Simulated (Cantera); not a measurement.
Feed: 1 mol H₂O, equilibrated at 1925 K.

Cantera equilibrium calculation (NASA polynomials, part measured and part estimated; ideal gas, pure solids and liquids). Candidate condensed phases: H₂O; 9 gas species. The ideal-gas law is rough above about 30 bar. Equilibrium is a limit: real reactors are often held back by kinetics, nucleation or transport.

x: gas mole fraction; nothing condenses.

```json
[
 {"P (Pa)": "10", "x H₂O": "0.835", "x H₂": "0.0732", "x O₂": "0.0334", "x H": "0.0259", "x OH": "0.0255", "x O": "…"},
 {"P (Pa)": "65", "x H₂O": "0.915", "x H₂": "0.0423", "x O₂": "0.0185", "x H": "0.00771", "x OH": "0.0144", "x O": "…"},
 {"P (Pa)": "420", "x H₂O": "0.956", "x H₂": "0.0235", "x O₂": "0.0101", "x H": "0.00226", "x OH": "0.00794", "x O": "…"},
 {"P (Pa)": "2700", "x H₂O": "0.977", "x H₂": "0.0129", "x O₂": "0.00545", "x H": "0.000661", "x OH": "0.00432", "x O": "…"},
 {"P (Pa)": "17000", "x H₂O": "0.987", "x H₂": "0.00705", "x O₂": "0.00296", "x H": "0.000195", "x OH": "0.00236", "x O": "…"},
 {"P (Pa)": "110000", "x H₂O": "0.993", "x H₂": "0.00380", "x O₂": "0.00159", "x H": "5.62e-5", "x OH": "0.00127", "x O": "…"},
 {"P (Pa)": "720000", "x H₂O": "0.996", "x H₂": "0.00204", "x O₂": "0.000851", "x H": "1.61e-5", "x OH": "0.000680", "x O": "…"},
 {"P (Pa)": "4700000", "x H₂O": "0.998", "x H₂": "0.00109", "x O₂": "0.000456", "x H": "4.61e-6", "x OH": "0.000364", "x O": "…"},
 {"P (Pa)": "30000000", "x H₂O": "0.999", "x H₂": "0.000589", "x O₂": "0.000245", "x H": "1.34e-6", "x OH": "0.000196", "x O": "…"}
]
```

Problem. Complete the blanks.

Solution. 
- 10, x O: 0.00672
- 65, x O: 0.00196
- 420, x O: 0.000570
- 2700, x O: 0.000165
- 17000, x O: 4.85e-5
- 110000, x O: 1.40e-5
- 720000, x O: 4.00e-6
- 4700000, x O: 1.15e-6
- 30000000, x O: 3.33e-7
